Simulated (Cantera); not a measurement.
A closed system holds: 1 mol Pb, 0.27 mol CO, 20 mol H₂, at 520000 Pa.

Method: chemical equilibrium by Gibbs-energy minimisation in Cantera with the NASA 1993 tables (ideal gas, pure condensed phases). Candidate condensed phases: C, C₆H₆, C₇H₈, C₈H₁₈, H₂O, Pb, PbO, PbO₂, Pb₃O₄; 113 gas species. Rates play no part.

x: gas mole fraction; n: condensed amount in mol.

```csv
T (K),x H₂,x CH₄,x H₂O,x CO,x Pb,x CO₂,n Pb(l)
700,0.973,0.0137,0.0137,2.07e-9,2.14e-10,2.74e-10,1.00
800,0.973,0.0137,0.0137,2.39e-7,1.18e-8,1.42e-8,1.00
900,0.973,0.0137,0.0137,9.92e-6,2.63e-7,3.21e-7,1.000
1000,0.973,0.0135,0.0135,0.000193,3.11e-6,3.85e-6,1.000
1100,0.974,___,___,___,___,___,1.000
1200,0.979,___,___,___,___,___,0.998
1300,0.982,0.00414,0.00411,0.00927,0.000505,2.20e-5,0.990
1400,0.983,0.00216,0.00214,0.0112,0.00168,1.12e-5,0.966
1500,0.981,0.00117,0.00117,0.0121,0.00472,5.56e-6,0.904
1600,0.974,0.000669,0.000667,0.0125,0.0116,2.85e-6,0.761
```

### Question
Fill in the missing entries.

### Answer

- 1100, x CH₄: 0.0119
- 1100, x H₂O: 0.0118
- 1100, x CO: 0.00175
- 1100, x Pb: 2.33e-5
- 1100, x CO₂: 2.10e-5
- 1200, x CH₄: 0.00774
- 1200, x H₂O: 0.00771
- 1200, x CO: 0.00575
- 1200, x Pb: 0.000124
- 1200, x CO₂: 3.30e-5
